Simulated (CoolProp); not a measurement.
Vapour-liquid equilibrium of acetone (1) + p-xylene (2) at 0.0404 MPa; x and y are mole fractions of (1).

Model: multi-fluid Helmholtz-energy mixture model, Lemmon 2006 and Zhou 2012; pair parameters Bell 2016, in CoolProp.

```tsv
x	bubble temperature, mixture model (K)	bubble temperature, Raoult's law (K)	y, mixture model	y, Raoult's law
0.05	358.2	366.9	0.546	0.391
0.15	337.1	349.4	0.820	0.716
0.25	327.3	338.1	0.893	0.842
0.35	321.7	330.1	0.924	0.904
0.45	317.8	323.9	0.943	0.939
0.55	314.9	319.0	0.956	0.960
0.65	312.5	314.9	0.966	0.975
0.75	310.2	311.5	0.976	0.985
0.85	308.0	308.5	0.985	0.992
0.95	305.8	305.9	0.995	0.998
```

The largest gap from Raoult's law is -12.3 K in bubble temperature, at x = 0.15. No azeotrope shows between x = 0.05 and 0.95.

The pair parameters rest on a limited set of measurements; away from them the model extrapolates.
